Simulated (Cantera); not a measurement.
Feed: 1 mol MgSO4, 6.1 mol H2O, 1.3 mol O2, held at 925 °C and 80.0 mbar.

Cantera equilibrium calculation (NASA polynomials, part measured and part estimated; ideal gas, pure solids and liquids). Candidate condensed phases: H2O, H2SO4, Mg, MgO, Mg(OH)2, MgS, MgSO4, S; 26 gas species. Equilibrium is a limit: real reactors are often held back by kinetics, nucleation or transport.

Base state: H2O 0.687, O2 0.201, SO2 0.109, SO3 0.00361, OH 1.42e-5 (mole fractions); condensed: MgO(s).

Question: What changes in the equilibrium state with this change: H2O from 6.1 to 0.36 mol?

Answer: 
```tsv
species	before	after
O2	0.201	0.592
SO2	0.109	0.265
H2O	0.687	0.127
SO3	0.00361	0.0151
OH	1.42e-5	8.01e-6
MgO(s), mol	1.00	0.793
MgSO4(s), mol	0	0.207
```
Mutual solubility and eutectic melting of coexisting phases are not modelled.
